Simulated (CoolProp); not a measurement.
Model: reference Helmholtz-energy equation of state, Wagner 2002, in CoolProp.

**Question.** For water, give the phase and the Joule-Thomson coefficient (K/MPa), viscosity (µPa s) at 400.85 °C and 0.376 MPa; 400.85 °C and 0.713 MPa.

**Answer.** 
- 400.85 °C and 0.376 MPa: gas; Joule-Thomson coefficient 7.43, viscosity 24.5
- 400.85 °C and 0.713 MPa: gas; Joule-Thomson coefficient 7.43, viscosity 24.5

Viscosity comes from a separate model (Huber 2009).
